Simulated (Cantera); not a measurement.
Input (Python, Cantera):

```python
import numpy as np
import cantera as ct

gas = ct.Solution("gri30.yaml")
gas.TPX = 1050, 1200000, {'CH4': 1, 'H2': 0.41, 'O2': 2, 'N2': 16.8}
reactor = ct.IdealGasReactor(gas, energy="on", clone=False)
net = ct.ReactorNet([reactor])
net.rtol, net.atol = 1e-08, 1e-16
show = ['CH4', 'H2', 'O2', 'H2O', 'C2H4', 'CH2O']
times = np.geomspace(2e-06, 0.7, 14)

steps = ct.SolutionArray(gas, extra=["t"])
rows = []
print(f"{'t/s':>10s}{'T/K':>9s}{'P/Pa':>11s}" + "".join(f"{s:>11s}" for s in show))
for t in times:
    while net.time < t:
        t_next = net.step()
        steps.append(gas.state, t=t_next)
    rows.append([np.interp(t, steps.t, y) for y in (steps.T, steps.P, *steps(*show).X.T)])
    print(f"{t:10.3e}{rows[-1][0]:9.1f}{rows[-1][1]:11.4g}" + "".join(f"{x:11.3e}" for x in rows[-1][2:]))
rate = np.gradient(steps.T, steps.t)
print("integrator steps:", len(steps.t))
if steps.T.max() > steps.T[0] + 200:
    print(f"time of steepest temperature rise: {steps.t[rate.argmax()]:.4e} s")
gas.TPX = 1050, 1200000, {'CH4': 1, 'H2': 0.41, 'O2': 2, 'N2': 16.8}
gas.equilibrate("UV")
print(f"equilibrium (UV): T = {gas.T:.1f} K  " + "  ".join(f"{s} {gas[s].X[0]:.3e}" for s in show))
```

It prints:

```
       t/s      T/K       P/Pa        CH4         H2         O2        H2O       C2H4       CH2O
 2.000e-06   1050.0    1.2e+06  4.948e-02  2.029e-02  9.896e-02  2.129e-11  2.369e-19  4.970e-13
 5.339e-06   1050.0    1.2e+06  4.948e-02  2.029e-02  9.896e-02  7.301e-11  6.571e-18  3.546e-12
 1.425e-05   1050.0    1.2e+06  4.948e-02  2.029e-02  9.896e-02  2.712e-10  1.262e-16  2.368e-11
 3.806e-05   1050.0    1.2e+06  4.948e-02  2.029e-02  9.896e-02  1.134e-09  1.728e-15  1.427e-10
 1.016e-04   1050.0    1.2e+06  4.948e-02  2.029e-02  9.896e-02  4.954e-09  1.528e-14  7.273e-10
 2.712e-04   1050.0    1.2e+06  4.948e-02  2.029e-02  9.896e-02  2.512e-08  1.102e-13  3.502e-09
 7.242e-04   1050.0    1.2e+06  4.948e-02  2.029e-02  9.896e-02  2.298e-07  1.808e-12  2.888e-08
 1.933e-03   1050.1    1.2e+06  4.948e-02  2.028e-02  9.895e-02  7.281e-06  3.337e-10  1.869e-06
 5.161e-03   1084.9  1.239e+06  4.725e-02  1.927e-02  9.605e-02  3.513e-03  1.488e-05  1.159e-03
 1.378e-02   2376.2  2.718e+06  1.919e-13  7.309e-03  8.669e-05  1.114e-01  6.285e-21  1.089e-09
 3.679e-02   2375.6  2.717e+06  1.945e-13  7.329e-03  8.572e-05  1.114e-01  6.406e-21  1.094e-09
 9.821e-02   2375.6  2.717e+06  1.945e-13  7.329e-03  8.572e-05  1.114e-01  6.406e-21  1.094e-09
 2.622e-01   2375.6  2.717e+06  1.945e-13  7.329e-03  8.572e-05  1.114e-01  6.406e-21  1.094e-09
 7.000e-01   2375.6  2.717e+06  1.945e-13  7.329e-03  8.572e-05  1.114e-01  6.406e-21  1.094e-09
integrator steps: 2479
time of steepest temperature rise: 6.0375e-03 s
equilibrium (UV): T = 2375.6 K  CH4 2.202e-13  H2 7.329e-03  O2 8.572e-05  H2O 1.114e-01  C2H4 6.956e-21  CH2O 1.094e-09
```

Cantera simulation using GRI-Mech 3.0 (53 species, 325 reactions); the numbers are that mechanism's predictions, not measurements. The pressure lies above the range GRI-Mech 3.0 was tuned for (to about 10 atm).
